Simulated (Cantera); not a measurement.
Input (Python, Cantera) and output of one run.

```python
import numpy as np
import cantera as ct

gas_names = """
    CL CL2 H HCL H2 N NH NH2 NH3 N2 N2H2 N2H4 Si SiCL SiCL2 SiCL3 SiCL4 SiH SiHCL3 SiH2 SiH2CL2 SiH3
    SiH3CL SiH4 SiN Si2 Si2N Si3
""".split()
cond_names = """
    NH4CL(a) NH4CL(b) Si(cr) Si(L) Si3N4(a)
""".split()


# ... load() reads the species with a 1 bar reference pressure and builds the phases ...
atoms = {
    'SiCl4': {'Si': 1, 'CL': 4},
    'N2': {'N': 2},
    'H2': {'H': 2},
}
top_T = {'Si3N4(a)': 2400}  # K; cautious upper limits of use, not melting points


# ... equilibrate(T, P, feed) seeds the gas with the atoms and calls Mixture.equilibrate('TP', solver="vcs", rtol=1e-11, max_steps=5000) ...
results = []
feed = {'SiCl4': 1, 'N2': 24, 'H2': 4.1}  # mol
P = 1333.22  # Pa
for T in [1200, 1300, 1400, 1500, 1600, 1700, 1800, 1900, 2000]:
    mix = equilibrate(T, P, feed)
    results.append((T, P, feed, dict(zip(mix.species_names, mix.species_moles))))

top = {s: max(r[3][s] / sum(r[3][g] for g in gas_names) for r in results) for s in gas_names}
cols = sorted((s for s in top if top[s] > 0.0001), key=lambda s: -top[s])[:5]
seen = [c for c in cond_names if any(r[3].get(c, 0) > 1e-12 for r in results)]
print("log10 of partial pressures in bar; condensed amounts in mol")
print(f"{'T/K':>10s}" + "".join(f"{s[:9]:>10s}" for s in cols + seen))
for T, P, feed, n in results:
    ng = sum(n[g] for g in gas_names)
    print(f"{T:10.4g}" + "".join(f"{np.log10(max(n[s] / ng * P / 1e5, 1e-99)):10.3f}" for s in cols)
          + "".join(f"{n.get(c, 0):10.4g}" for c in seen))
```

Output:

```
log10 of partial pressures in bar; condensed amounts in mol
       T/K        N2       HCL        H2     SiCL2         H  Si3N4(a)
      1200    -1.975    -2.770    -2.996    -5.885    -8.203    0.3112
      1300    -1.975    -2.772    -2.995    -5.007    -7.454    0.3065
      1400    -1.975    -2.791    -2.982    -4.308    -6.804     0.278
      1500    -1.975    -2.849    -2.946    -3.812    -6.227    0.2025
      1600    -1.974    -2.953    -2.896    -3.507    -5.713   0.08936
      1700    -1.973    -3.058    -2.861    -3.363    -5.262         0
      1800    -1.974    -3.057    -2.863    -3.362    -4.878         0
      1900    -1.974    -3.056    -2.867    -3.366    -4.534         0
      2000    -1.975    -3.052    -2.875    -3.381    -4.226         0
```

These are equilibrium values from Cantera (NASA tables, ideal gas, pure condensed phases), not measurements of a reactor. N2 is the only nitrogen source here; it is nearly inert below about 1500 K, so the nitride shown seldom forms there in practice. The tables' values for SiCl3, SiCl, SiN are old estimates; treat these amounts as uncertain.
